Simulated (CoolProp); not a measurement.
Octamethyltrisiloxane (MDM) along the isobar 530 kPa: density (kg/m³) from the reference equation and from simpler models built on Tc = 565.4 K, pc = 1438 kPa, ω = 0.528; each cubic takes its own stable root.

The numbers come from the reference Helmholtz-energy equation of state, Thol 2017 in CoolProp.

```tsv
T (K)	phase	reference
355.9	liquid	756.7
375.8	liquid	735.2
395.7	liquid	712.8
415.6	liquid	689.4
435.6	liquid	664.5
455.5	liquid	637.7
475.4	liquid	608.1
495.3	liquid	574.1
515.2	gas	37.41
535.2	gas	34.33
555.1	gas	31.97
575	gas	30.06
```

Problem. How far does each simpler model (van der Waals, Redlich-Kwong, Soave-Redlich-Kwong, Peng-Robinson) lie from the reference over these 12 states: mean and median of the absolute difference, and the worst?

Solution. 
- van der Waals: mean 42.0 %, median 41.7 %, worst -93.5 % at 495.3 K and 530 kPa
- Redlich-Kwong: mean 17.8 %, median 15.3 %, worst -93.2 % at 495.3 K and 530 kPa
- Soave-Redlich-Kwong: mean 6.4 %, median 8.7 %, worst -11.7 % at 495.3 K and 530 kPa
- Peng-Robinson: mean 2.1 %, median 2.1 %, worst +3.4 % at 415.6 K and 530 kPa

At some of these states van der Waals, Redlich-Kwong gives the other phase, because its saturation line lies elsewhere.
